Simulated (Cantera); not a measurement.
Charge: 1 mol Si2Cl6, 2.3 mol NH3, 5.3 mol N2, held at 25000 Pa.

Equilibrium computed with Cantera from the NASA thermochemical tables; the gas is ideal and each condensed phase is pure. Candidate condensed phases: NH4Cl, Si, Si3N4; 28 gas species. The feed counts by its element totals alone. The tables' values for SiCl3 are old estimates; treat these amounts as uncertain. Equilibrium is a limit: real reactors are often held back by kinetics, nucleation or transport. All values below are at 1300 K.

Base state: N2 0.487, HCl 0.309, H2 0.148, SiCl4 0.0520, SiCl3 0.00197, SiHCl3 0.00113, SiCl2 0.000441 (mole fractions); condensed: Si3N4(s).

What changes in the equilibrium state with this change: NH3 from 2.3 to 1.3 mol?


| species | before | after |
|---|---|---|
| N2 | 0.487 | 0.562 |
| HCl | 0.309 | 0.264 |
| SiCl4 | 0.0520 | 0.0921 |
| H2 | 0.148 | 0.0773 |
| SiCl3 | 0.00197 | 0.00295 |
| SiCl2 | 0.000441 | 0.000559 |
| SiHCl3 | 0.00113 | 0.00123 |
| Si3N4(s), mol | 0.456 | 0.367 |

What changes in the equilibrium state with this change: N2 from 5.3 to 51 mol?


```tsv
species	before	after
N2	0.487	0.894
HCl	0.309	0.0775
H2	0.148	0.0216
SiCl4	0.0520	0.00646
SiHCl3	0.00113	8.18e-5
SiCl3	0.00197	0.000372
SiCl2	0.000441	0.000127
Si3N4(s), mol	0.456	0.533
```
